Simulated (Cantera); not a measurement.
Charge: 1 mol Si2Cl6, 2 mol N2, 16 mol NH3, held at 8.10 mbar.

Method: chemical equilibrium by Gibbs-energy minimisation in Cantera with the NASA 1993 tables (ideal gas, pure condensed phases). Candidate condensed phases: NH4Cl, Si, Si3N4; 28 gas species. The feed counts by its element totals alone. The tables' values for SiCl, SiCl3, SiN are old estimates; treat these amounts as uncertain. Gases not in the tables: Si2H6 and higher silanes. Rates play no part.

log p: log10 of the partial pressure in bar; n: condensed amount in mol.

```
T (K)  log p H2  log p N2  log p HCl  log p SiCl2  log p H  log p Si  n Si3N4(s)  n Si(l)
-----  --------  --------  ---------  -----------  -------  --------  ----------  -------
1148      -2.32     -2.71      -2.87        -6.79    -8.31      <-14       0.664        0
1223      -2.32     -2.71      -2.87        -6.05    -7.68      <-14       0.663        0
1298      -2.32     -2.71      -2.87        -5.41    -7.13    -12.80       0.658        0
1373      -2.32     -2.70      -2.88        -4.85    -6.64    -11.28       0.642        0
1448      -2.32     -2.70      -2.90        -4.38    -6.19     -9.92       0.600        0
1523      -2.32     -2.69      -2.94        -4.01    -5.79     -8.70           ?        0
1598      -2.31     -2.69      -3.01        -3.75    -5.43     -7.60           ?        0
1673      -2.31     -2.68      -3.11        -3.57    -5.10     -6.60           ?        0
1748      -2.31     -2.66      -3.17        -3.51    -4.80     -5.84           0    0.546
1823      -2.31     -2.66      -3.16        -3.52    -4.52     -5.35           0    0.579
1898      -2.32     -2.66      -3.15        -3.54    -4.26     -4.91           0    0.580
1973      -2.32     -2.66      -3.14        -3.56    -4.03     -4.50           0    0.515
2048      -2.33     -2.67      -3.14        -3.59    -3.81     -4.12           0    0.310
2123      -2.34     -2.68      -3.12        -3.64    -3.62     -3.82           0        0
```

Problem. Some entries are withheld; supply them.

Solution. 
- 1523, n Si3N4(s): 0.516
- 1598, n Si3N4(s): 0.393
- 1673, n Si3N4(s): 0.255
